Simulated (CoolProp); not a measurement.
Vapour-liquid equilibrium of C3F8 (R218) (1) + R134a (2) at 3.84 bar; x and y are mole fractions of (1).

Computed with CoolProp (multi-fluid Helmholtz-energy mixture model, Lemmon 2006 and Tillner-Roth 1994; pair parameters Bell 2016).

```
x     bubble temperature, mixture model (°C)  bubble temperature, Raoult's law (°C)  y, mixture model  y, Raoult's law
----  --------------------------------------  -------------------------------------  ----------------  ---------------
0.05                                     3.6                                    7.2             0.162            0.068
0.2                                     -3.2                                    5.6             0.408            0.258
0.35                                    -5.9                                    4.0             0.514            0.429
0.5                                     -7.0                                    2.4             0.581            0.584
0.65                                    -7.3                                    1.0             0.646            0.724
0.8                                     -6.7                                   -0.5             0.737            0.850
0.95                                    -4.1                                   -1.9             0.905            0.964
```

The largest gap from Raoult's law is -9.9 K in bubble temperature, at x = 0.35. y crosses x between x = 0.5 and 0.65: the model has an azeotrope there.

Pair parameters are fitted to limited data, so mixtures are less certain than the pure fluids.
